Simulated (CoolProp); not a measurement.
A Linde-Hampson liquefier for normal hydrogen: isothermal reversible compression at 200 K from 1 atm to 25 MPa, throttling to 1 atm, return gas leaving the recuperator 5 K below the feed. Each further row changes one setting.

The numbers come from the reference Helmholtz-energy equation of state, Leachman 2009 in CoolProp.

```tsv
case	compression work (kJ/kg of gas)
as stated	4700
high pressure 50 MPa	5450
warm-end temperature 230 K	5390
warm-end gap 10 K	4700
```
